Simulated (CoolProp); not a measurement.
C2F6 (R116) along the isotherm 425 K: fugacity coefficient from the reference equation and from simpler models built on Tc = 293.0 K, pc = 3.048 MPa, ω = 0.257; each cubic takes its own stable root.

Values from CoolProp's reference Helmholtz-energy equation of state, Lemmon 2006. It is a short technical equation, of lower accuracy than the large ones.

| p (MPa) | phase | reference | van der Waals | Soave-Redlich-Kwong |
|---|---|---|---|---|
| 1.02 | gas | 0.9729 | 0.9621 | 0.9747 |
| 2.03 | gas | 0.9473 | 0.9255 | 0.9511 |
| 3.05 | supercritical | 0.9228 | 0.8895 | 0.9286 |
| 4.06 | supercritical | 0.8998 | 0.8549 | 0.9078 |
| 5.08 | supercritical | 0.8779 | 0.8214 | 0.8883 |
| 6.1 | supercritical | 0.8574 | 0.7895 | 0.8704 |
| 7.11 | supercritical | 0.8386 | 0.7602 | 0.8543 |
| 8.13 | supercritical | 0.8211 | 0.7335 | 0.8396 |
| 9.14 | supercritical | 0.8053 | 0.7102 | 0.8267 |
| 10.2 | supercritical | 0.7904 | 0.6893 | 0.8148 |
| 11.2 | supercritical | 0.7778 | 0.6728 | 0.8050 |
| 12.2 | supercritical | 0.7667 | 0.6591 | 0.7967 |
| 13.2 | supercritical | 0.7570 | 0.6478 | 0.7896 |
| 14.2 | supercritical | 0.7487 | 0.6387 | 0.7837 |
| 15.2 | supercritical | 0.7417 | 0.6315 | 0.7790 |
